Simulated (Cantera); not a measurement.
Charge: 1 mol Si, 3.4 mol NF3, equilibrated at 1098.15 K and 1.00 bar.

Cantera equilibrium calculation (NASA polynomials, part measured and part estimated; ideal gas, pure solids and liquids). Candidate condensed phases: Si, Si3N4; 16 gas species. Rates play no part.

Base state: F2 0.405, N2 0.268, SiF4 0.162, F 0.152, NF3 0.0136, NF2 1.24e-5 (mole fractions); condensed: gas only.

**Question.** What changes in the equilibrium state with this change: NF3 from 3.4 to 0.6 mol?

**Answer.** 
```tsv
species	before	after
SiF4	0.162	0.998
SiF3	<1e-9	0.00238
F2	0.405	<1e-9
N2	0.268	<1e-9
F	0.152	<1e-9
NF3	0.0136	<1e-9
NF2	1.24e-5	<1e-9
Si(s), mol	0	0.0997
Si3N4(s), mol	0	0.150
```
Mutual solubility and eutectic melting of coexisting phases are not modelled. The tables' values for SiF3 are old estimates; treat these amounts as uncertain.
